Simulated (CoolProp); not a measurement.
Vapour pressure (kPa) of R1234ze(Z): the reference equation beside estimates from Tc = 423.3 K, pc = 3531 kPa, ω = 0.327. Clausius-Clapeyron is anchored at 342.8 K with a constant enthalpy of vaporisation of 19.87 kJ/mol.

Values from CoolProp's reference Helmholtz-energy equation of state, Akasaka 2019.

| T (K) | reference | Lee-Kesler | Clausius-Clapeyron | van der Waals | Redlich-Kwong | Soave-Redlich-Kwong | Peng-Robinson |
|---|---|---|---|---|---|---|---|
| 320.5 | 361.9 | 365.2 | 409.8 | 1044 | 579.4 | 365.5 | 361.9 |
| 324.9 | 411.1 | 415.1 | 453.4 | 1115 | 642.2 | 415.8 | 411.3 |
| 329.4 | 466.5 | 471.3 | 501.3 | 1190 | 711.2 | 472.5 | 467.0 |
| 333.9 | 527.5 | 533.0 | 552.8 | 1268 | 785.2 | 534.8 | 528.3 |
| 338.4 | 594.3 | 600.5 | 608.0 | 1350 | 864.4 | 603.3 | 595.6 |
| 342.8 | 665.7 | 672.5 | 665.7 | 1432 | 946.9 | 676.3 | 667.5 |
| 347.3 | 745.2 | 752.5 | 728.7 | 1520 | 1037 | 757.8 | 747.6 |
| 351.8 | 831.8 | 839.5 | 795.7 | 1611 | 1132 | 846.3 | 834.8 |
| 356.3 | 925.6 | 933.7 | 867.0 | 1706 | 1234 | 942.4 | 929.6 |
| 360.7 | 1025 | 1033 | 940.9 | 1801 | 1339 | 1044 | 1030 |

Absolute difference from the reference over all 10 rows, mean and median: Lee-Kesler 1.0 and 1.0 %, Clausius-Clapeyron 5.9 and 5.6 %, van der Waals 125.5 and 121.1 %, Redlich-Kwong 44.5 and 43.8 %, Soave-Redlich-Kwong 1.5 and 1.6 %, Peng-Robinson 0.2 and 0.2 %.
